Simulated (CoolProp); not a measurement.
A single-stage vapour-compression cycle with hydrogen chloride: evaporating at 211.15 K (dew point), condensing at 233.15 K (bubble point), superheat 5 K, subcooling 5 K, compressor efficiency 0.9, no pressure losses. Each further row changes one setting.

The numbers come from the reference Helmholtz-energy equation of state, Thol 2018 in CoolProp.

```
case                              cooling COP  pressure ratio  discharge temperature (K)  refrigerating effect (kJ/kg)  volumetric capacity (kJ/m³)
--------------------------------  -----------  --------------  -------------------------  ----------------------------  ---------------------------
as stated                                7.70            2.39                      281.9                           393                         2710
evaporating temperature 216.15 K         10.5            1.93                      270.0                           395                         3330
condensing temperature 228.15 K          10.2            1.99                      266.7                           401                         2770
subcooling 10 K                          7.87            2.39                      281.9                           401                         2770
superheat 15 K                           7.46            2.39                      295.4                           402                         2620
compressor efficiency 0.8                6.85            2.39                      288.9                           393                         2710
```
